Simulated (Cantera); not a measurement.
# Carbon deposition, reforming and gasification: n-butane + O2 + H2

Feed: 1 mol n-butane, 0.0076 mol O2, 0.37 mol H2, equilibrated at 4.58 Torr.

Cantera equilibrium calculation (NASA polynomials, part measured and part estimated; ideal gas, pure solids and liquids). Candidate condensed phases: C, C6H6, C7H8, C8H18, H2O; 110 gas species. The numbers say what is thermodynamically allowed, not how fast it happens.

From 598 K to 1148 K the condensed part is C(graphite). The main C-bearing gas is CH4 at 598 K and CO at 1148 K.

| T (K) | x H2 | x CH4 | x H2O | x CO | x CO2 | x H | n C(graphite) |
|---|---|---|---|---|---|---|---|
| 598 | 0.699 | 0.297 | 0.00362 | 3.81e-5 | 5.73e-6 | <1e-12 | 2.77 |
| 648 | 0.871 | 0.126 | 0.00296 | 0.000202 | 1.10e-5 | <1e-12 | 3.40 |
| 698 | 0.948 | 0.0487 | 0.00213 | 0.000804 | 1.73e-5 | <1e-12 | 3.75 |
| 748 | 0.978 | 0.0193 | 0.00104 | 0.00181 | 1.20e-5 | 3.64e-12 | 3.89 |
| 798 | 0.989 | 0.00828 | 0.000367 | 0.00247 | 3.93e-6 | 3.39e-11 | 3.94 |
| 848 | 0.993 | 0.00386 | 0.000121 | 0.00271 | 1.02e-6 | 2.43e-10 | 3.96 |
| 898 | 0.995 | 0.00194 | 4.27e-5 | 0.00278 | 2.78e-7 | 1.40e-9 | 3.97 |
| 948 | 0.996 | 0.00104 | 1.65e-5 | 0.00281 | 8.43e-8 | 6.70e-9 | 3.98 |
| 998 | 0.997 | 0.000591 | 6.99e-6 | 0.00282 | 2.86e-8 | 2.75e-8 | 3.98 |
| 1048 | 0.997 | 0.000354 | 3.21e-6 | 0.00282 | 1.08e-8 | 9.88e-8 | 3.98 |
| 1098 | 0.997 | 0.000222 | 1.58e-6 | 0.00282 | 4.43e-9 | 3.16e-7 | 3.98 |
| 1148 | 0.997 | 0.000144 | 8.25e-7 | 0.00282 | 1.98e-9 | 9.16e-7 | 3.98 |
x: gas mole fraction; n: condensed amount in mol.
